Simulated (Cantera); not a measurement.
Standard-state values (1 bar) from the NASA 1993 polynomials, evaluated with Cantera. Values are per mole of reaction as written; species without (g) are pure solids or liquids, kept so even where they would boil at 1 bar.

6 HF(g) + N2(g) + 2 B → 2 BF3(g) + 2 NH3(g)

```csv
T (K),ΔH° (kJ),ΔS° (J/K),ΔG° (kJ),log10 K,condensed phases
1998,-736.8,-380.8,23.9,-0.62,B(s)
2073,[?],[?],[?],[?],B(s)
2148,-735.7,-380.2,81.0,-1.97,B(s)
2223,-735.1,-379.9,109.5,-2.57,B(s)
2298,-734.6,-379.7,138.0,-3.14,B(s)
2373,-834.6,-422.2,167.4,-3.68,B(l)
2448,-834.2,-422.1,199.1,-4.25,B(l)
2523,[?],[?],[?],[?],B(l)
2598,-833.6,-421.8,262.4,-5.27,B(l)
```

Question: Complete the blanks.

Answer: 
- 2073, ΔH° (kJ): -736.3
- 2073, ΔS° (J/K): -380.5
- 2073, ΔG° (kJ): 52.4
- 2073, log10 K: -1.32
- 2523, ΔH° (kJ): -833.9
- 2523, ΔS° (J/K): -422.0
- 2523, ΔG° (kJ): 230.7
- 2523, log10 K: -4.78
